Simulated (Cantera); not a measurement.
Charge: 1 mol CaCO3, 0.44 mol C, 0.65 mol H2O, equilibrated at 1702 °C and 2.80 bar.

Method: chemical equilibrium by Gibbs-energy minimisation in Cantera with the NASA 1993 tables (ideal gas, pure condensed phases). Candidate condensed phases: C, C6H6, C7H8, C8H18, Ca, CaCO3, CaO, Ca(OH)2, H2O; 115 gas species. The numbers say what is thermodynamically allowed, not how fast it happens.

Base state: CO 0.360, CO2 0.329, H2O 0.250, H2 0.0609, H 0.000202, OH 7.89e-5, Ca(OH)2 2.09e-5 (mole fractions); condensed: CaO(s).

**Question.** What changes in the equilibrium state with this change: CaCO3 replaced by MgSO4?

**Answer.** 
| species | before | after |
|---|---|---|
| SO2 | 0 | 0.464 |
| H2O | 0.250 | 0.301 |
| CO2 | 0.329 | 0.204 |
| CO | 0.360 | 0.000783 |
| O2 | 3.41e-7 | 0.0277 |
| H2 | 0.0609 | 0.000258 |
| Ca(OH)2 | 2.09e-5 | 0 |
| SO3 | 0 | 0.000780 |
| SO | 0 | 0.000197 |
| CaO(s), mol | 1.000 | 0 |
| MgO(s), mol | 0 | 1.000 |
Further candidate phases: H2SO4, Mg, MgCO3, MgO, Mg(OH)2, MgS, MgSO4, S.
